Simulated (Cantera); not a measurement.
A perfectly stirred reactor is fed with NH3 : N2 = 1 : 1.4 (molar parts), at 0.602 atm; it is held at 1625 K, and followed from long to short residence time.

Computed with Cantera and the gas-phase N/H chemistry of the illustrative SiF4/NH3 mechanism in the Surface Chemkin manual (1991). Walls and surfaces, which speed up NH3 decomposition in real reactors, are not modelled.

```csv
quantity,before,after
x(NH3) at τ = 22.0 s,0.132,0.120
x(N2H2) at τ = 22.0 s,5.18e-8,3.27e-8
x(NH2) at τ = 22.0 s,3.33e-5,2.70e-5
x(N2H4) at τ = 22.0 s,1.38e-8,1.51e-8
x(H2) at τ = 22.0 s,0.301,0.314
x(NH3) at τ = 0.430 s,0.388,0.378
x(N2H2) at τ = 0.430 s,3.18e-7,2.65e-7
x(NH2) at τ = 0.430 s,8.16e-5,7.44e-5
x(N2H4) at τ = 0.430 s,8.30e-8,1.15e-7
x(H2) at τ = 0.430 s,0.0298,0.0414
```

Name the change that produced these shifts.
A. pressure from 0.602 atm to 1.00 atm
B. temperature 1625 to 1523 K
C. temperature 1625 to 1375 K
D. temperature 1625 to 2000 K

A, pressure from 0.602 atm to 1.00 atm
